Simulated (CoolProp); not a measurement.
A Linde-Hampson liquefier for nitrogen: isothermal reversible compression at 250 K from 1 atm to 10 MPa, throttling to 1 atm, return gas leaving the recuperator 5 K below the feed. Each further row changes one setting.

Model: reference Helmholtz-energy equation of state, Span 2000, in CoolProp.

```
case                        liquid yield per pass  compression work (kJ/kg of gas)
--------------------------  ---------------------  -------------------------------
as stated                                       …                              336
high pressure 20 MPa                        0.116                                …
warm-end temperature 280 K                  0.043                                …
warm-end gap 10 K                           0.051                              336
```

Q: Fill in the missing entries.

A: 
- as stated, liquid yield per pass: 0.064
- high pressure 20 MPa, compression work (kJ/kg of gas): 386
- warm-end temperature 280 K, compression work (kJ/kg of gas): 380
